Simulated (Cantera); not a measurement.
## Premixed flame

A freely propagating, adiabatic, planar premixed flame of 7.26 % C2H6, 18.1 % O2, 68.2 % N2, 6.39 % H2O, equivalence ratio 1.4, unburnt at 673 K and 8.78 atm; mixture-averaged transport, grid criteria slope 0.08 and curve 0.16, no radiation.

Model: GRI-Mech 3.0 (53 species, 325 reactions), integrated in Cantera. Burning velocities carry a grid error of a few per cent, more on coarse grids.

```tsv
z (mm)	T (K)	u (m/s)	x C2H6	x O2	x H2O	x HCO	x CH2O	x H
-0.221	674	0.574	0.0723	0.181	0.0638	<1e-8	4.49e-7	<1e-8
-0.147	678	0.581	0.0719	0.179	0.0644	<1e-8	5.12e-6	<1e-8
-0.110	695	0.599	0.0711	0.177	0.0669	<1e-8	2.76e-5	<1e-8
-0.0736	784	0.685	0.0675	0.166	0.0781	<1e-8	0.000199	<1e-8
-0.0368	1158	1.05	0.0450	0.123	0.119	9.83e-8	0.00132	3.02e-6
-0.0184	1516	1.41	0.0171	0.0788	0.155	7.23e-6	0.00188	0.000130
0	1854	1.75	0.00118	0.0365	0.187	1.48e-5	0.000596	0.000876
0.0184	2044	1.94	2.67e-5	0.0141	0.201	6.47e-6	0.000157	0.00164
0.0368	2126	2.02	3.60e-6	0.00545	0.205	2.94e-6	6.74e-5	0.00179
0.0736	2178	2.06	4.01e-7	0.00103	0.205	7.97e-7	1.93e-5	0.00142
0.147	2199	2.08	4.72e-8	9.43e-5	0.202	2.21e-7	5.00e-6	0.000846
0.294	2205	2.08	<1e-8	6.46e-6	0.201	1.05e-7	1.68e-6	0.000542
0.589	2206	2.08	<1e-8	2.08e-6	0.200	8.02e-8	6.30e-7	0.000463
```
x: mole fraction of selected species; z is measured from the peak of heat release.

```yaml
laminar_burning_velocity: 57.1 cm/s
thermal_thickness: 0.0736 mm
peak x(HCO): 1.62e-5
peak x(CH2O): 0.00195
peak x(H): 0.00180
grid_points: 153
```
